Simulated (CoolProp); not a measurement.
Vapour-liquid equilibrium of cyclohexane (1) + toluene (2) at 14.95 °C; x and y are mole fractions of (1).

Values from CoolProp's multi-fluid Helmholtz-energy mixture model, Zhou 2014 and Lemmon 2006; pair parameters Bell 2016.

```csv
x,bubble pressure (kPa),y at the bubble point,dew pressure at overall composition x (kPa),liquid density (mol/L)
0.05,2.681,0.215,2.306,9.449
0.2,3.909,0.540,2.642,9.419
0.35,4.916,0.693,3.088,9.392
0.5,5.764,0.788,3.703,9.366
0.65,6.511,0.858,4.590,9.344
0.8,7.205,0.919,5.887,9.326
0.95,7.889,0.979,7.564,9.311
```

No azeotrope shows between x = 0.05 and 0.95.

The pair parameters rest on a limited set of measurements; away from them the model extrapolates.
